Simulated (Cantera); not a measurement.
## Low-pressure radical oxidation in H2/O2

A perfectly stirred reactor is fed with H₂ : O₂ = 0.21 : 1 (molar parts), equivalence ratio 0.10, at 0.0133 bar; it is held at 1050 K, and followed from long to short residence time.

Cantera simulation using the H2/O2 subset of GRI-Mech 3.0, which has no nitrogen chemistry; the numbers are that mechanism's predictions, not measurements. Radical loss at walls, strong at low pressure, is not modelled. The temperature is held fixed by assumption; the heat of reaction is taken as removed at once.

```json
[
 {"τ (s)": "5.8", "x H₂": "0.000302", "x O₂": "0.809", "x OH": "0.000528", "x H₂O₂": "2.70e-7", "x H₂O": "0.189", "x H": "6.20e-5", "x HO₂": "3.94e-6"},
 {"τ (s)": "3.0", "x H₂": "0.000455", "x O₂": "0.809", "x OH": "0.000662", "x H₂O₂": "3.07e-7", "x H₂O": "0.189", "x H": "0.000120", "x HO₂": "5.02e-6"},
 {"τ (s)": "1.5", "x H₂": "0.000697", "x O₂": "0.808", "x OH": "0.000843", "x H₂O₂": "3.44e-7", "x H₂O": "0.189", "x H": "0.000238", "x HO₂": "6.28e-6"},
 {"τ (s)": "0.76", "x H₂": "0.00105", "x O₂": "0.808", "x OH": "0.00107", "x H₂O₂": "3.78e-7", "x H₂O": "0.188", "x H": "0.000468", "x HO₂": "7.60e-6"},
 {"τ (s)": "0.38", "x H₂": "0.00159", "x O₂": "0.806", "x OH": "0.00137", "x H₂O₂": "4.08e-7", "x H₂O": "0.187", "x H": "0.000927", "x HO₂": "8.95e-6"},
 {"τ (s)": "0.19", "x H₂": "0.00239", "x O₂": "0.804", "x OH": "0.00177", "x H₂O₂": "4.33e-7", "x H₂O": "0.185", "x H": "0.00182", "x HO₂": "1.02e-5"},
 {"τ (s)": "0.098", "x H₂": "0.00351", "x O₂": "0.802", "x OH": "0.00225", "x H₂O₂": "4.49e-7", "x H₂O": "0.182", "x H": "0.00344", "x HO₂": "1.13e-5"},
 {"τ (s)": "0.050", "x H₂": "0.00518", "x O₂": "0.797", "x OH": "0.00286", "x H₂O₂": "4.58e-7", "x H₂O": "0.178", "x H": "0.00644", "x HO₂": "1.22e-5"},
 {"τ (s)": "0.025", "x H₂": "0.00770", "x O₂": "0.791", "x OH": "0.00362", "x H₂O₂": "4.56e-7", "x H₂O": "0.171", "x H": "0.0119", "x HO₂": "1.27e-5"},
 {"τ (s)": "0.013", "x H₂": "0.0112", "x O₂": "0.784", "x OH": "0.00444", "x H₂O₂": "4.46e-7", "x H₂O": "0.161", "x H": "0.0199", "x HO₂": "1.28e-5"},
 {"τ (s)": "0.0064", "x H₂": "0.0167", "x O₂": "0.774", "x OH": "0.00538", "x H₂O₂": "4.34e-7", "x H₂O": "0.146", "x H": "0.0316", "x HO₂": "1.25e-5"}
]
```
x: mole fraction; the columns are a selection and need not sum to one.
